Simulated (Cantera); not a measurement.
## CsCl + H₂ (halide evaporation, hydrolysis and transport)

Charge: 1 mol CsCl, a varied amount of H₂, held at 973.15 K and 0.000290 bar.

Method: chemical equilibrium by Gibbs-energy minimisation in Cantera with the NASA 1993 tables (ideal gas, pure condensed phases). Candidate condensed phases: Cs, CsCl; 9 gas species. The numbers say what is thermodynamically allowed, not how fast it happens.

From 9.3 mol H₂ to 97 mol H₂ nothing is condensed. The main Cs-bearing gas is CsCl throughout.

| n(H₂) (mol) | x H₂ | x CsCl | x Cs₂Cl₂ | x Cs | x HCl |
|---|---|---|---|---|---|
| 9.3 | 0.906 | 0.0912 | 0.00306 | 2.41e-5 | 2.41e-5 |
| 13 | 0.930 | 0.0681 | 0.00171 | 2.10e-5 | 2.10e-5 |
| 18 | 0.948 | 0.0508 | 0.000948 | 1.82e-5 | 1.82e-5 |
| 25 | 0.962 | 0.0374 | 0.000515 | 1.57e-5 | 1.57e-5 |
| 36 | 0.973 | 0.0265 | 0.000258 | 1.32e-5 | 1.32e-5 |
| 50 | 0.981 | 0.0193 | 0.000137 | 1.13e-5 | 1.13e-5 |
| 70 | 0.986 | 0.0139 | 7.14e-5 | 9.62e-6 | 9.62e-6 |
| 97 | 0.990 | 0.0101 | 3.77e-5 | 8.20e-6 | 8.20e-6 |
x: gas mole fraction; nothing condenses.
